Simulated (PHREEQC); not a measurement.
A PHREEQC input (ion-association model, phreeqc.dat):

```
SOLUTION 1
  temp 80
  units mg/kgw
  pH 6.89
  pe -0.2
  Na 197
  K 53.7
  Ca 318
  Mg 11.4
  Cl 241
  S(6) 783 as S
  Alkalinity 186 as HCO3
  Br 0.971
  F 5.7
  Li 1.16
END
USE solution 1
EQUILIBRIUM_PHASES 1
  Gypsum 0 0
  CO2(g) -2 10
END
```

The run finishes without an error or a warning.

Its last state differs from that of the intended input:

```json
[
 {"quantity": "ionic strength (mol/kgw)", "as run": "0.0587", "intended": "0.0335"},
 {"quantity": "SO4-2 (mol/kgw)", "as run": "0.0200", "intended": "0.00578"},
 {"quantity": "Ca+2 (mol/kgw)", "as run": "0.00424", "intended": "0.00574"},
 {"quantity": "CaSO4 (mol/kgw)", "as run": "0.00351", "intended": "0.00192"},
 {"quantity": "MgSO4 (mol/kgw)", "as run": "0.000335", "intended": "0.000234"},
 {"quantity": "SI of Gypsum (CaSO4:2H2O)", "as run": "-0.11", "intended": "-0.37"},
 {"quantity": "SI of Fluorite (CaF2)", "as run": "+0.19", "intended": "+0.42"}
]
```

### Question
One thing in the input isn't as intended. What explains the difference?

### Answer
One answer among several that fit: The fault: sulfate typed 'as S' though the number is for SO4. The line should read `as SO4` where the input has `as S`.
